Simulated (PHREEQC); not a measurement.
A made-up water analysis in mg/kgw, 20 °C, pH 6.94:

| constituent | mg/kgw |
|---|---|
| Na | 2270 |
| K | 425 |
| Ca | 56.4 |
| Mg | 433 |
| Cl | 5360 |
| S(6) as SO4 | 159 |
| Alkalinity as HCO3 | 0.000884 |
| Sr | 1.96 |

Valence states are taken as typed.

Equilibrium calculation in PHREEQC: Pitzer model, pitzer.dat.

Task: The ionic strength comes out as 0.172 mol/kgw. What activity coefficients do SO4-2, Sr+2, Cl-, K+, Mg+2 get?

Result: SO4-2 0.21, Sr+2 0.33, Cl- 0.73, K+ 0.74, Mg+2 0.34. Single-ion values are on the MacInnes scale.

Precipitation was switched off in this run.
